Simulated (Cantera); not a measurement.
Reactions in the system B-Cl-F

Source: NASA polynomial tables (part measured, part estimated), evaluated in Cantera. Values are per mole of reaction as written; species without (g) are pure solids or liquids, kept so even where they would boil at 1 bar.

6 F(g) + 2 BCl₃(g) → 2 BF₃(g) + 3 Cl₂(g)

```
T (K)  ΔH° (kJ)  ΔS° (J/K)  ΔG° (kJ)  log10 K
-----  --------  ---------  --------  -------
1623    -1979.8     -413.6   -1308.5    42.11
1673    -1980.6     -414.1   -1287.8    40.21
1723    -1981.4     -414.6   -1267.1    38.41
1773    -1982.1     -415.0   -1246.3    36.72
1823    -1982.8     -415.4   -1225.6    35.12
```

BF₃(g) → B + 3 F(g)

```tsv
T (K)	ΔH° (kJ)	ΔS° (J/K)	ΔG° (kJ)	log10 K
1623	1394.5	258.6	974.8	-31.37
1673	1395.1	259.0	961.8	-30.03
1723	1395.7	259.3	948.9	-28.77
1773	1396.2	259.6	935.9	-27.57
1823	1396.7	259.9	922.9	-26.44
```
